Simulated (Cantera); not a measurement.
A perfectly stirred reactor is fed with 28.5 % H₂, 15.0 % O₂, 56.5 % N₂, equivalence ratio 0.95, at 0.510 bar; it is adiabatic with a 600 K inlet, and is followed from long to short residence time, starting on the burning branch (τ in s: 0.21, 0.089, 0.038, 0.016, 0.0067, 0.0028, 0.0012, 0.00051, 0.00021, 9e-05, 3.8e-05, 1.6e-05).

Detailed kinetics in Cantera: the H2/O2 subset of GRI-Mech 3.0, which has no nitrogen chemistry.

x: mole fraction; the columns are a selection and need not sum to one.

```csv
τ (s),T (K),x H₂,x O₂,x OH,x H,x H₂O
0.21,2470,0.0188,0.0144,0.0141,0.00445,0.299
0.089,2465,0.0192,0.0146,0.0143,0.00464,0.298
0.038,2453,0.0202,0.0150,0.0147,0.00510,0.296
0.016,2425,…,0.0158,0.0154,…,0.293
0.0067,2366,0.0262,0.0176,0.0168,0.00880,0.285
0.0028,2264,0.0321,0.0205,0.0184,0.0141,0.273
0.0012,2127,0.0382,0.0242,0.0191,0.0226,0.259
0.00051,1962,0.0434,0.0284,0.0184,0.0345,0.244
0.00021,1775,0.0473,0.0333,0.0159,0.0499,0.229
9.0e-5,1590,0.0517,0.0394,0.0124,0.0654,0.214
3.8e-5,…,…,…,…,…,…
1.6e-5,600,0.285,0.150,<1e-12,<1e-12,<1e-12
```

Task: Some entries are withheld; supply them.

Result: 
- 0.016, x H₂: 0.0222
- 0.016, x H: 0.00620
- 3.8e-5, T (K): 1391
- 3.8e-5, x H₂: 0.0690
- 3.8e-5, x O₂: 0.0522
- 3.8e-5, x OH: 0.00821
- 3.8e-5, x H: 0.0747
- 3.8e-5, x H₂O: 0.189
